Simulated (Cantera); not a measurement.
Feed: 1 mol SiO₂, 4.7 mol SiCl₄, 1.5 mol N₂, 0.9 mol NF₃, at 1225 °C and 7.50 Torr.

Equilibrium computed with Cantera from the NASA thermochemical tables; the gas is ideal and each condensed phase is pure. Candidate condensed phases: Si, SiO₂, Si₂N₂O, Si₃N₄; 37 gas species. The tables' values for SiCl₃, SiF₃ are old estimates; treat these amounts as uncertain. The tables hold silica as quartz up to 1696 K and as liquid above; real silica turns to tridymite and cristobalite and melts near 1996 K. The numbers say what is thermodynamically allowed, not how fast it happens.

Base state: SiCl₄ 0.462, N₂ 0.224, Cl 0.159, SiF₄ 0.0776, Cl₂ 0.0760, SiCl₃ 0.000502, SiF₃ 3.21e-5 (mole fractions); condensed: SiO₂(β-quartz).

### Question
What changes in the equilibrium state with this change: temperature from 1225 °C to 877 °C?

### Answer
```csv
species,before,after
SiCl₄,0.462,0.500
N₂,0.224,0.242
Cl₂,0.0760,0.162
Cl,0.159,0.0110
SiF₄,0.0776,0.0839
SiF₃,3.21e-5,2.21e-8
SiCl₃,0.000502,5.60e-7
"SiO₂(β-quartz), mol",1.000,1.00
```
